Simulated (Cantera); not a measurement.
A Cantera script and what it prints.

```python
import numpy as np
import cantera as ct

gas_names = """
    H HNO HNO2 HNO3 HO2 H2 H2O H2O2 N NH NH2 NH3 NH2OH NO NO2 NO3 N2 N2H2 N2H4 N2O O OH O2 O3 Si SiH
    SiH2 SiH3 SiH4 SiN SiO SiO2 Si2 Si2N Si3
""".split()
cond_names = """
    H2O(s) H2O(L) Si(cr) Si(L) SiO2(Lqz) SiO2(hqz) SiO2(L) Si2N2O(s) Si3N4(a)
""".split()


# ... load() reads the species with a 1 bar reference pressure and builds the phases ...
atoms = {
    'Si3N4': {'Si': 3, 'N': 4},
    'H2O': {'H': 2, 'O': 1},
    'N2': {'N': 2},
}
top_T = {'Si2N2O(s)': 2100, 'Si3N4(a)': 2400}  # K; cautious upper limits of use, not melting points


# ... equilibrate(T, P, feed) seeds the gas with the atoms and calls Mixture.equilibrate('TP', solver="vcs", rtol=1e-11, max_steps=5000) ...
results = []
feed = {'Si3N4': 1, 'H2O': 0.36, 'N2': 12}  # mol
P = 10000  # Pa
for T in [1175, 1275, 1375, 1475, 1575, 1675, 1775, 1875, 1975, 2075, 2175]:
    mix = equilibrate(T, P, feed)
    results.append((T, P, feed, dict(zip(mix.species_names, mix.species_moles))))

top = {s: max(r[3][s] / sum(r[3][g] for g in gas_names) for r in results) for s in gas_names}
cols = sorted((s for s in top if top[s] > 0.0001), key=lambda s: -top[s])[:7]
seen = [c for c in cond_names if any(r[3].get(c, 0) > 1e-12 for r in results)]
print("log10 of partial pressures in bar; condensed amounts in mol")
print(f"{'T/K':>10s}" + "".join(f"{s[:9]:>10s}" for s in cols + seen))
for T, P, feed, n in results:
    ng = sum(n[g] for g in gas_names)
    print(f"{T:10.4g}" + "".join(f"{np.log10(max(n[s] / ng * P / 1e5, 1e-99)):10.3f}" for s in cols)
          + "".join(f"{n.get(c, 0):10.4g}" for c in seen))
```

It prints:

```
log10 of partial pressures in bar; condensed amounts in mol
       T/K        N2        H2       SiO        Si         H      Si2N       SiN     Si(L) Si2N2O(s)  Si3N4(a)
      1175    -1.013    -2.540   -12.760   -16.856    -8.182   -21.117   -16.486         0      0.36      0.76
      1275    -1.013    -2.540   -10.729   -14.436    -7.402   -18.030   -14.344         0      0.36      0.76
      1375    -1.013    -2.540    -8.998   -12.373    -6.735   -15.399   -12.518         0      0.36      0.76
      1475    -1.013    -2.540    -7.507   -10.593    -6.157   -13.132   -10.943         0      0.36      0.76
      1575    -1.013    -2.540    -6.210    -9.042    -5.651   -11.160    -9.572         0    0.3599      0.76
      1675    -1.013    -2.540    -5.072    -7.680    -5.205    -9.428    -8.367         0    0.3589    0.7604
      1775    -1.013    -2.542    -4.065    -6.473    -4.809    -7.897    -7.301         0    0.3492    0.7636
      1875    -1.016    -2.547    -3.168    -5.396    -4.457    -6.532    -6.350         0    0.2745    0.7883
      1975    -1.022    -2.618    -2.612    -4.490    -4.173    -5.431    -5.560     2.633         0         0
      2075    -1.023    -2.624    -2.612    -3.992    -3.887    -5.074    -5.163     2.621         0         0
      2175    -1.024    -2.636    -2.613    -3.540    -3.629    -4.751    -4.803     2.587         0         0
```

Equilibrium computed with Cantera from the NASA thermochemical tables; the gas is ideal and each condensed phase is pure. Mutual solubility and eutectic melting of coexisting phases are not modelled. The tables' values for SiN are old estimates; treat these amounts as uncertain.
